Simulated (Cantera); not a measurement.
Mixture: 2.35 % C3H8, 24.9 % O2, 72.7 % N2, at 27000 Torr, adiabatic and at constant volume. Ignition delay is the time to a rise of 400 K.

Cantera simulation using GRI-Mech 3.0 (53 species, 325 reactions); the numbers are that mechanism's predictions, not measurements. GRI-Mech 3.0 was tuned for natural gas; its chemistry of propane as a main component is partial and can be far from experiment. The pressure lies above the range GRI-Mech 3.0 was tuned for (to about 10 atm).

### Question
Predict: delay at 1300 K; delay at 1350 K; delay at 1400 K; delay at 1450 K; delay at 1500 K; delay at 1550 K; apparent activation energy between 1450 and 1550 K.

### Answer
```json
{
  "delay at 1300 K": "0.100 ms",
  "delay at 1350 K": "50.0 µs",
  "delay at 1400 K": "26.0 µs",
  "delay at 1450 K": "14.2 µs",
  "delay at 1500 K": "8.17 µs",
  "delay at 1550 K": "4.94 µs",
  "apparent activation energy between 1450 and 1550 K": "200 kJ/mol"
}
```
